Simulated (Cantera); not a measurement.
Charge: 1 mol Fe, 0.59 mol HCl, 0.083 mol O2, at 875 °C and 0.100 bar.

Cantera equilibrium calculation (NASA polynomials, part measured and part estimated; ideal gas, pure solids and liquids). Candidate condensed phases: Fe, FeCl2, FeCl3, FeO, Fe(OH)2, Fe(OH)3, Fe2O3, Fe3O4, H2O; 22 gas species. Mutual solubility and eutectic melting of coexisting phases are not modelled. The tables' stoichiometric FeO is somewhat more stable than real wüstite, so its field is too wide. FeO: taken at fixed stoichiometry. The numbers say what is thermodynamically allowed, not how fast it happens.

Base state: HCl 0.438, FeCl2 0.268, H2 0.228, H2O 0.0572, Fe2Cl4 0.00894, FeCl3 9.26e-5 (mole fractions); condensed: Fe(α) + FeO(s).

Q: What changes in the equilibrium state with this change: temperature from 875 °C to 1202 °C?

A: 
```
species       before    after
-----------  -------  -------
FeCl2          0.268    0.333
HCl            0.438    0.332
H2             0.228    0.237
H2O           0.0572   0.0969
H            1.09e-7  2.00e-5
Cl           1.84e-7  2.26e-5
Fe(α), mol     0.701        0
FeO(s), mol    0.133    0.109
Fe(γ), mol         0    0.694
```
